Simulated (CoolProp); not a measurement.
A single-stage vapour-compression cycle with R124: evaporating at 258.15 K (dew point), condensing at 314.15 K (bubble point), superheat 10 K, subcooling 5 K, compressor efficiency 0.65, no pressure losses. Each further row changes one setting.

The numbers come from the reference Helmholtz-energy equation of state, de Vries 1995 in CoolProp.

```
case                              cooling COP  pressure ratio  discharge temperature (K)  refrigerating effect (kJ/kg)  volumetric capacity (kJ/m³)
--------------------------------  -----------  --------------  -------------------------  ----------------------------  ---------------------------
as stated                                2.40            6.85                      342.5                           118                          665
evaporating temperature 263.15 K            ?            5.55                          ?                           121                            ?
condensing temperature 309.15 K          2.72            5.95                      336.9                           124                          698
subcooling 10 K                             ?            6.85                      342.5                           124                          698
superheat 20 K                           2.43            6.85                      353.4                           125                          677
compressor efficiency 0.55                  ?            6.85                          ?                           118                          665
```

**Question.** Some entries are withheld; supply them.

**Answer.** 
- evaporating temperature 263.15 K, cooling COP: 2.75
- evaporating temperature 263.15 K, discharge temperature (K): 340.0
- evaporating temperature 263.15 K, volumetric capacity (kJ/m³): 831
- subcooling 10 K, cooling COP: 2.51
- compressor efficiency 0.55, cooling COP: 2.03
- compressor efficiency 0.55, discharge temperature (K): 353.0
